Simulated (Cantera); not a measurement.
An isothermal, constant-pressure homogeneous reactor starts with 22.7 % CH₄, 77.3 % N₂, at 1350 K and 101000 Pa.

Model: GRI-Mech 3.0 (53 species, 325 reactions), integrated in Cantera. GRI-Mech 3.0 stops at C3 and has no aromatics, soot or wall deposition, so with more carbon than oxygen in the feed, carbon stays in small species such as C2H2 where larger ones or solid carbon would form.

x: mole fraction; the columns are a selection and need not sum to one.

```
t (s)      x CH₄    x CH₃       x H    x C₂H₂    x C₂H₄      x H₂
--------  ------  -------  --------  --------  --------  --------
2.00e-5    0.227  1.06e-7  9.54e-10    <1e-12    <1e-12   5.25e-8
0.000158   0.227  8.41e-7  9.55e-10    <1e-12  8.43e-11   4.21e-7
0.00124    0.227  5.67e-6   1.01e-9  1.16e-11   3.63e-8   3.40e-6
0.00982    0.227  1.03e-5       [?]   1.07e-8   2.07e-6   3.02e-5
0.0775     0.227  1.71e-5       [?]   3.26e-6   6.46e-5  0.000314
0.611      0.222  2.20e-5       [?]  0.000817   0.00111   0.00501
4.82       0.191  1.56e-5       [?]    0.0129   0.00177    0.0423
38.0      0.0962  9.36e-6       [?]    0.0440    0.0103     0.153
300       0.0803  9.20e-6       [?]    0.0485    0.0125     0.170
```

Problem. Fill in the missing entries.

Solution. 
- 0.00982, x H: 1.23e-9
- 0.0775, x H: 3.01e-9
- 0.611, x H: 2.83e-8
- 4.82, x H: 1.75e-7
- 38.0, x H: 7.50e-7
- 300, x H: 9.84e-7
